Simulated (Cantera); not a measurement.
Source: NASA polynomial tables (part measured, part estimated), evaluated in Cantera. Values are per mole of reaction as written; species without (g) are pure solids or liquids, kept so even where they would boil at 1 bar.

Q: Between 300 and 1398 K, where is each reaction favourable under standard conditions?
- 5 O₂(g) + 2 H₂S(g) = 2 SO₃(g) + 2 H₂O₂(g)
- H₂O₂(g) = 2 OH(g)

A: 
- 5 O₂(g) + 2 H₂S(g) = 2 SO₃(g) + 2 H₂O₂(g): ΔG° is -887 kJ at 300 K and -382 kJ at 1398 K; it stays negative (K > 1). ΔH° is -1018 kJ and ΔS° -455 J/K at 1398 K.
- H₂O₂(g) = 2 OH(g): ΔG° is 175 kJ at 300 K and 20 kJ at 1398 K; it stays positive (K < 1). ΔH° is 218 kJ and ΔS° 141 J/K at 1398 K.
